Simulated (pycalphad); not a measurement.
An equivalent pycalphad script:

```python
from pycalphad import Database, equilibrium, calculate, variables as v
import numpy as np
db = Database('COST507.tdb')
comps = ['SI', 'SN', 'VA']
phases = ['BCT_A5', 'DIAMOND_A4', 'LIQUID']
eq = equilibrium(db, comps, phases, {v.X('SN'): 0.0022, v.T: np.arange(1850, 499, -40), v.P: 101325, v.N: 1}, output=['HM', 'SM'])
```

Source of the numbers: pycalphad with the COST 507 light-alloy database (1999); pressure 1 atm. The database dates from 1999; later assessments differ in places, in temperatures and in the compounds included. Phase fractions are per mole of atoms.

Results at three of the temperatures:

```
T = 1770.00 K, P = 101325 Pa, N = 1 mol of atoms
G = -76200 J/mol, H = 88493 J/mol, S = 93.05 J/(mol K)  (SER reference)
chemical potentials (J/mol): Si -75896, Sn -213663
phase             fraction      x(Si)      x(Sn)
LIQUID              1.0000     0.9978     0.0022
```

```
T = 930.00 K, P = 101325 Pa, N = 1 mol of atoms
G = -27220 J/mol, H = 15133 J/mol, S = 45.54 J/(mol K)  (SER reference)
chemical potentials (J/mol): Si -27135, Sn -65735
phase             fraction      x(Si)      x(Sn)
DIAMOND_A4          0.9978     1.0000    4.4e-07
LIQUID              0.0022     0.0017     0.9983
```

```
T = 730.00 K, P = 101325 Pa, N = 1 mol of atoms
G = -18708 J/mol, H = 10032 J/mol, S = 39.37 J/(mol K)  (SER reference)
chemical potentials (J/mol): Si -18646, Sn -46836
phase             fraction      x(Si)      x(Sn)
DIAMOND_A4          0.9978     1.0000   3.94e-07
LIQUID              0.0022   0.000109     0.9999
```

Changes of the phase set, refined by bisection:

| T (K) | phases above | phases below |
|---|---|---|
| 1686.0 | liquid | diamond (Si) + liquid |

DIAMOND_A4 is diamond (Si).
